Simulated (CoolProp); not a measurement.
Saturation properties of dimethyl carbonate (Tc = 283.9 °C, pc = 4909 kPa, ω = 0.346).

Computed with CoolProp (reference Helmholtz-energy equation of state, Zhou 2011).

```json
[
 {"T (°C)": "163.15", "p (kPa)": "664.6", "liquid density (kg/m³)": "861.0", "vapour density (kg/m³)": "18.62"},
 {"T (°C)": "174.15", "p (kPa)": "831.1", "liquid density (kg/m³)": "841.9", "vapour density (kg/m³)": "23.23"},
 {"T (°C)": "185.25", "p (kPa)": "1029", "liquid density (kg/m³)": "821.8", "vapour density (kg/m³)": "28.83"},
 {"T (°C)": "196.35", "p (kPa)": "1262", "liquid density (kg/m³)": "800.6", "vapour density (kg/m³)": "35.57"},
 {"T (°C)": "207.35", "p (kPa)": "1530", "liquid density (kg/m³)": "778.4", "vapour density (kg/m³)": "43.64"},
 {"T (°C)": "218.45", "p (kPa)": "1842", "liquid density (kg/m³)": "754.3", "vapour density (kg/m³)": "53.53"},
 {"T (°C)": "229.45", "p (kPa)": "2198", "liquid density (kg/m³)": "728.1", "vapour density (kg/m³)": "65.63"},
 {"T (°C)": "240.55", "p (kPa)": "2610", "liquid density (kg/m³)": "698.5", "vapour density (kg/m³)": "81.02"},
 {"T (°C)": "251.55", "p (kPa)": "3078", "liquid density (kg/m³)": "664.3", "vapour density (kg/m³)": "101.0"},
 {"T (°C)": "262.65", "p (kPa)": "3619", "liquid density (kg/m³)": "621.2", "vapour density (kg/m³)": "129.4"}
]
```

It boils at 90.1 °C under 1 atm.
